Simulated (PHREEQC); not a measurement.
0.011 g of hydrous ferric oxide (600 m²/g; 0.2 weak and 0.005 strong sites per Fe, Dzombak-Morel constants, diffuse double layer) in 1 kg of water with 0.3 mol/kgw of an inert sodium salt, at 25 °C; the pH is set by adding NaOH or the inert anion's acid. Oxygen alone is held at its pressure in air (log pO2 = -0.68). No CO2 enters from the air. Precipitation was switched off in this run.

All values are PHREEQC results (ion-association model, wateq4f.dat), not measurements.

| pH | surface charge σ (C/m²) | surface potential ψ (mV) |
|---|---|---|
| 3 | 0.368 | 126 |
| 3.67 | (withheld) | (withheld) |
| 4.33 | 0.331 | (withheld) |
| 5 | 0.269 | 110 |
| 5.67 | 0.191 | (withheld) |
| 6.33 | (withheld) | (withheld) |
| 7 | 0.066 | 46 |
| 7.67 | 0.024 | 19 |
| 8.33 | -0.012 | (withheld) |
| 9 | -0.051 | (withheld) |
| 9.67 | -0.101 | -64 |
| 10.33 | -0.166 | -86 |
| 11 | -0.244 | -105 |

Problem. Some entries are withheld; supply them.

Solution. 
- 3.67, surface charge σ (C/m²): 0.359
- 3.67, surface potential ψ (mV): 124
- 4.33, surface potential ψ (mV): 120
- 5.67, surface potential ψ (mV): 93
- 6.33, surface charge σ (C/m²): 0.121
- 6.33, surface potential ψ (mV): 71
- 8.33, surface potential ψ (mV): -9
- 9, surface potential ψ (mV): -38

Species that the database lacks are ignored. The oxide is taken as insoluble; below pH 4 it would dissolve.
